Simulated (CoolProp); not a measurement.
Properties of nitrous oxide along the isotherm -78.15 °C (Tc = 36.4 °C, pc = 72.45 bar, ω = 0.161).

The numbers come from the reference Helmholtz-energy equation of state, Lemmon 2006 in CoolProp. It is a short technical equation, of lower accuracy than the large ones.

```json
[
 {"p (bar)": "0.573", "phase": "gas", "density (kg/m³)": "1.574", "cp (kJ/(kg K))": "(withheld)", "isothermal compressibility (1/MPa)": "17.67", "expansivity (1/kK)": "5.335"},
 {"p (bar)": "1.18", "phase": "gas", "density (kg/m³)": "3.286", "cp (kJ/(kg K))": "(withheld)", "isothermal compressibility (1/MPa)": "8.705", "expansivity (1/kK)": "5.604"},
 {"p (bar)": "2.42", "phase": "liquid", "density (kg/m³)": "1200", "cp (kJ/(kg K))": "1.729", "isothermal compressibility (1/MPa)": "0.001335", "expansivity (1/kK)": "2.538"},
 {"p (bar)": "4.96", "phase": "liquid", "density (kg/m³)": "1200", "cp (kJ/(kg K))": "1.728", "isothermal compressibility (1/MPa)": "0.001331", "expansivity (1/kK)": "(withheld)"},
 {"p (bar)": "10.2", "phase": "liquid", "density (kg/m³)": "1201", "cp (kJ/(kg K))": "1.726", "isothermal compressibility (1/MPa)": "(withheld)", "expansivity (1/kK)": "2.521"},
 {"p (bar)": "20.9", "phase": "liquid", "density (kg/m³)": "1203", "cp (kJ/(kg K))": "(withheld)", "isothermal compressibility (1/MPa)": "0.001303", "expansivity (1/kK)": "2.498"},
 {"p (bar)": "43", "phase": "liquid", "density (kg/m³)": "1206", "cp (kJ/(kg K))": "(withheld)", "isothermal compressibility (1/MPa)": "(withheld)", "expansivity (1/kK)": "(withheld)"},
 {"p (bar)": "88.2", "phase": "liquid", "density (kg/m³)": "1213", "cp (kJ/(kg K))": "1.702", "isothermal compressibility (1/MPa)": "0.001197", "expansivity (1/kK)": "2.368"}
]
```

Q: Some entries are withheld; supply them.

A: 
- 0.573, cp (kJ/(kg K)): 0.7755
- 1.18, cp (kJ/(kg K)): 0.8055
- 4.96, expansivity (1/kK): 2.532
- 10.2, isothermal compressibility (1/MPa): 0.001322
- 20.9, cp (kJ/(kg K)): 1.723
- 43, cp (kJ/(kg K)): 1.716
- 43, isothermal compressibility (1/MPa): 0.001266
- 43, expansivity (1/kK): 2.453
